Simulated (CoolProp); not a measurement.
Vapour-liquid equilibrium of acetone (1) + n-nonane (2) at 402.2 K; x and y are mole fractions of (1).

Computed with CoolProp (multi-fluid Helmholtz-energy mixture model, Lemmon 2006 and Lemmon 2006; pair parameters Bell 2016).

```
x      bubble pressure, mixture model (MPa)  bubble pressure, Raoult's law (MPa)  y, mixture model  y, Raoult's law
-----  ------------------------------------  -----------------------------------  ----------------  ---------------
0.05                                 0.1337                              0.08919             0.590            0.415
0.125                                0.2326                               0.1406             0.769            0.658
0.2                                  0.3109                               0.1920             0.831            0.771
0.275                                0.3722                               0.2434             0.863            0.836
0.35                                 0.4208                               0.2949             0.883            0.879
0.425                                0.4606                               0.3463             0.897            0.909
0.5                                  0.4949                               0.3977             0.908            0.931
0.575                                0.5267                               0.4491             0.919            0.948
0.65                                 0.5580                               0.5005             0.929            0.962
0.725                                0.5908                               0.5520             0.940            0.973
0.8                                  0.6263                               0.6034             0.953            0.982
0.875                                0.6654                               0.6548             0.968            0.990
0.95                                 0.7089                               0.7062             0.986            0.996
```

The largest gap from Raoult's law is +65.4 % in bubble pressure, at x = 0.125. No azeotrope shows between x = 0.05 and 0.95.

The pair parameters rest on a limited set of measurements; away from them the model extrapolates. With so large a gap from Raoult's law the liquid may split in two, which this calculation doesn't test in full.
